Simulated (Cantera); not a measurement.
Input: 1 mol Al(CH₃)₃, 68 mol NH₃, 13 mol N₂, at 1623.15 K and 3.83 Torr.

Equilibrium computed with Cantera from the NASA thermochemical tables; the gas is ideal and each condensed phase is pure. Candidate condensed phases: Al, AlN, C, C₆H₆, C₇H₈, C₈H₁₈; 97 gas species. The feed counts by its element totals alone. The numbers say what is thermodynamically allowed, not how fast it happens.

Base state: H₂ 0.695, N₂ 0.303, HCN 0.00108, H 0.000808, HNC 2.64e-5, C₂H₂ (acetylene) 2.42e-5, Al 1.48e-5 (mole fractions); condensed: AlN(s) + C(graphite).

Q: What changes in the equilibrium state with this change: Al(CH₃)₃ replaced by Al?

A: 
| species | before | after |
|---|---|---|
| H₂ | 0.695 | 0.686 |
| N₂ | 0.303 | 0.313 |
| H | 0.000808 | 0.000803 |
| HCN | 0.00108 | 0 |
| Al | 1.48e-5 | 1.46e-5 |
| HNC | 2.64e-5 | 0 |
| C₂H₂ (acetylene) | 2.42e-5 | 0 |
| AlN(s), mol | 0.998 | 0.998 |
| C(graphite), mol | 2.82 | 0 |
